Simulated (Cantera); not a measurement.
**Reactions in the system H-O-Ta**

Source: NASA polynomial tables (part measured, part estimated), evaluated in Cantera. Values are per mole of reaction as written; species without (g) are pure solids or liquids, kept so even where they would boil at 1 bar.

Ta₂O₅ + H₂O(g) = 2 TaO₂(g) + 2 OH(g)

```
T (K)  ΔH° (kJ)  ΔS° (J/K)  ΔG° (kJ)  log10 K
-----  --------  ---------  --------  -------
1025     1936.8      552.2    1370.8   -69.85
1075     1934.2      549.7    1343.2   -65.27
1125     1931.5      547.3    1315.8   -61.09
1175     1928.8      545.0    1288.5   -57.28
1225     1926.1      542.7    1261.3   -53.78
1275     1923.3      540.4    1234.2   -50.56
1325     1920.4      538.3    1207.2   -47.59
1375     1917.6      536.1    1180.4   -44.84
1425     1914.7      534.1    1153.6   -42.29
```
